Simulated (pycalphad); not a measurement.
An equivalent pycalphad script:

```python
from pycalphad import Database, equilibrium, calculate, variables as v
import numpy as np
db = Database('COST507.tdb')
comps = ['AL', 'SI', 'MG', 'VA']
phases = ['ALMG_BETA', 'ALMG_EPS', 'ALMG_GAMMA', 'DIAMOND_A4', 'FCC_A1', 'HCP_A3', 'LIQUID', 'MG2SI']
eq = equilibrium(db, comps, phases, {v.X('SI'): 0.0035, v.X('MG'): 0.0045, v.T: np.arange(1650, 349, -40), v.P: 101325, v.N: 1}, output=['HM', 'SM'])
```

All values are pycalphad results on the COST 507 light-alloy database (1999) (1 atm), not direct measurements. No gas phase is included, though pure Mg would boil below 1650 K. The database dates from 1999; later assessments differ in places, in temperatures and in the compounds included. Phase fractions are per mole of atoms. Diffusion is slow at the low end, where real alloys seldom reach equilibrium.

Results at three of the temperatures:

```
T = 1450.00 K, P = 101325 Pa, N = 1 mol of atoms
G = -79212 J/mol, H = 45274 J/mol, S = 85.85 J/(mol K)  (SER reference)
chemical potentials (J/mol): Al -78721, Si -127656, Mg -149648
phase             fraction      x(Al)      x(Si)      x(Mg)
LIQUID              1.0000     0.9920     0.0035     0.0045
```

```
T = 650.00 K, P = 101325 Pa, N = 1 mol of atoms
G = -22515 J/mol, H = 9353 J/mol, S = 49.03 J/(mol K)  (SER reference)
chemical potentials (J/mol): Al -22392, Si -15668, Mg -54827
phase             fraction      x(Al)      x(Si)      x(Mg)
FCC_A1              0.9950     0.9969     0.0019     0.0012
MG2SI               0.0050       none     0.3333     0.6667
```

```
T = 450.00 K, P = 101325 Pa, N = 1 mol of atoms
G = -13703 J/mol, H = 3713 J/mol, S = 38.70 J/(mol K)  (SER reference)
chemical potentials (J/mol): Al -13571, Si -9169, Mg -46263
phase             fraction      x(Al)      x(Si)      x(Mg)
FCC_A1              0.9921     0.9999   3.66e-05   3.55e-05
MG2SI               0.0067       none     0.3333     0.6667
DIAMOND_A4          0.0012   5.92e-13     1.0000       none
```

Changes of the phase set, refined by bisection:

```tsv
T (K)	phases above	phases below
929.3	liquid	fcc + liquid
904.1	fcc + liquid	fcc
747.8	fcc	fcc + MG2SI
648.9	fcc + MG2SI	diamond (Si) + fcc + MG2SI
```

Database names, with the compositions (at.%) that they take in these runs: MG2SI: Mg 67 Si 33. FCC_A1 is fcc; DIAMOND_A4 is diamond (Si). An entry "none" or "no" means that the model of the phase leaves that element out.
